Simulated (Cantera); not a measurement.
# Reactions in the system C-Cu-F

Standard-state values (1 bar) from the NASA 1993 polynomials, evaluated with Cantera. Values are per mole of reaction as written; species without (g) are pure solids or liquids, kept so even where they would boil at 1 bar. The tables' values for C₂F₄ are old estimates.

2 Cu + C₂F₄(g) → 2 CuF₂(g) + 2 C

```csv
T (K),ΔH° (kJ),ΔS° (J/K),ΔG° (kJ),log10 K,condensed phases
1325,104.2,151.4,-96.4,3.80,"Cu(s), C(graphite)"
1425,75.0,129.9,-110.2,4.04,"Cu(l), C(graphite)"
1525,72.0,127.9,-123.1,4.21,"Cu(l), C(graphite)"
1625,69.1,126.1,-135.8,4.36,"Cu(l), C(graphite)"
1725,66.3,124.4,-148.3,4.49,"Cu(l), C(graphite)"
1825,63.5,122.8,-160.6,4.60,"Cu(l), C(graphite)"
```

CuF₂(g) → 2 F(g) + Cu

| T (K) | ΔH° (kJ) | ΔS° (J/K) | ΔG° (kJ) | log10 K | condensed phases |
|---|---|---|---|---|---|
| 1325 | 442.1 | 108.4 | 298.5 | -11.77 | Cu(s) |
| 1425 | 457.0 | 119.3 | 287.0 | -10.52 | Cu(l) |
| 1525 | 458.7 | 120.5 | 275.0 | -9.42 | Cu(l) |
| 1625 | 460.4 | 121.5 | 262.9 | -8.45 | Cu(l) |
| 1725 | 462.0 | 122.5 | 250.7 | -7.59 | Cu(l) |
| 1825 | 463.7 | 123.5 | 238.4 | -6.82 | Cu(l) |
